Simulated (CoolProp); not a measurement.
Vapour-liquid equilibrium of ethanol (1) + n-nonane (2) at 359.8 K; x and y are mole fractions of (1).

The numbers come from the multi-fluid Helmholtz-energy mixture model, Schroeder 2014 and Lemmon 2006; pair parameters Bell 2016 in CoolProp.

```json
[
 {"x": "0.05", "bubble pressure, mixture model (MPa)": "0.04918", "bubble pressure, Raoult's law (MPa)": "0.01902", "y, mixture model": "0.747", "y, Raoult's law": "0.365"},
 {"x": "0.2", "bubble pressure, mixture model (MPa)": "0.1069", "bubble pressure, Raoult's law (MPa)": "0.03796", "y, mixture model": "0.891", "y, Raoult's law": "0.732"},
 {"x": "0.35", "bubble pressure, mixture model (MPa)": "0.1245", "bubble pressure, Raoult's law (MPa)": "0.05690", "y, mixture model": "0.911", "y, Raoult's law": "0.855"},
 {"x": "0.5", "bubble pressure, mixture model (MPa)": "0.1277", "bubble pressure, Raoult's law (MPa)": "0.07584", "y, mixture model": "0.915", "y, Raoult's law": "0.916"},
 {"x": "0.65", "bubble pressure, mixture model (MPa)": "0.1283", "bubble pressure, Raoult's law (MPa)": "0.09479", "y, mixture model": "0.916", "y, Raoult's law": "0.953"},
 {"x": "0.8", "bubble pressure, mixture model (MPa)": "0.1312", "bubble pressure, Raoult's law (MPa)": "0.1137", "y, mixture model": "0.925", "y, Raoult's law": "0.978"},
 {"x": "0.95", "bubble pressure, mixture model (MPa)": "0.1372", "bubble pressure, Raoult's law (MPa)": "0.1327", "y, mixture model": "0.967", "y, Raoult's law": "0.995"}
]
```

The largest gap from Raoult's law is +181.6 % in bubble pressure, at x = 0.2. No azeotrope shows between x = 0.05 and 0.95.

Pair parameters are fitted to limited data, so mixtures are less certain than the pure fluids. With so large a gap from Raoult's law the liquid may split in two, which this calculation doesn't test in full.
